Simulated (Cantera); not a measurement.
A closed system holds: 1 mol AlI3, 4.2 mol O2, 250 mol H2, held at 1800 K and 750 Torr.

These are equilibrium values from Cantera (NASA tables, ideal gas, pure condensed phases), not measurements of a reactor. Candidate condensed phases: Al, AlI3, Al2O3, H2O, I2; 25 gas species. Gases not in the tables: Al(OH)3. Equilibrium is a limit: real reactors are often held back by kinetics, nucleation or transport.

Base state: H2 0.960, H2O 0.0274, HI 0.00607, I 0.00582, H 0.000351 (mole fractions); condensed: Al2O3(s).

What changes in the equilibrium state with this change: pressure from 750 Torr to 10.0 Torr?


```csv
species,before,after
H2,0.960,0.958
H2O,0.0274,0.0272
I,0.00582,0.0106
HI,0.00607,0.00127
H,0.000351,0.00303
"Al2O3(s), mol",0.500,0.500
```

What changes in the equilibrium state with this change: pressure from 750 Torr to 60.0 Torr?


| species | before | after |
|---|---|---|
| H2 | 0.960 | 0.960 |
| H2O | 0.0274 | 0.0273 |
| I | 0.00582 | 0.00916 |
| HI | 0.00607 | 0.00270 |
| H | 0.000351 | 0.00124 |
| Al2O3(s), mol | 0.500 | 0.500 |
